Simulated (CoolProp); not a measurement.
Model: reference Helmholtz-energy equation of state, Gao 2020, in CoolProp.

Give the vapour pressure (bar), liquid density (kg/m³), vapour density (kg/m³) of saturated ammonia at 37.05, 69.05, 90.35 °C.


```json
[
 {"T (°C)": "37.05", "p (bar)": "14.3", "liquid density (kg/m³)": "584", "vapour density (kg/m³)": "11.1"},
 {"T (°C)": "69.05", "p (bar)": "32.4", "liquid density (kg/m³)": "528", "vapour density (kg/m³)": "25.8"},
 {"T (°C)": "90.35", "p (bar)": "51.5", "liquid density (kg/m³)": "482", "vapour density (kg/m³)": "43.9"}
]
```
